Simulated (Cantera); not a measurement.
**Equilibrium for silicon etching in halogen gases: Si + F2 + H2**

Charge: 1 mol Si, 3.4 mol F2, a varied amount of H2, at 998.15 K and 5.40e-5 bar.

These are equilibrium values from Cantera (NASA tables, ideal gas, pure condensed phases), not measurements of a reactor. Candidate condensed phases: Si; 25 gas species. Kinetics and transport are ignored.

```tsv
n(H2) (mol)	x H2	x HF	x SiF4	x SiHF3	x SiF3	x H
1.4	5.45e-10	0.737	0.263	<1e-12	1.44e-11	6.86e-12
2.3	0.191	0.596	0.213	1.43e-7	2.70e-7	1.29e-7
3.8	0.387	0.452	0.161	2.90e-7	3.84e-7	1.83e-7
6.2	0.558	0.326	0.116	4.18e-7	4.61e-7	2.20e-7
10	0.694	0.226	0.0806	5.19e-7	5.14e-7	2.45e-7
16	0.793	0.152	0.0543	5.94e-7	5.50e-7	2.62e-7
27	0.871	0.0952	0.0340	6.51e-7	5.76e-7	2.74e-7
44	0.918	0.0603	0.0216	6.87e-7	5.92e-7	2.82e-7
72	0.949	0.0376	0.0134	7.10e-7	6.02e-7	2.86e-7
```
x: gas mole fraction; nothing condenses.

From 1.4 mol H2 to 72 mol H2 nothing is condensed. The main Si-bearing gas is SiF4 throughout.
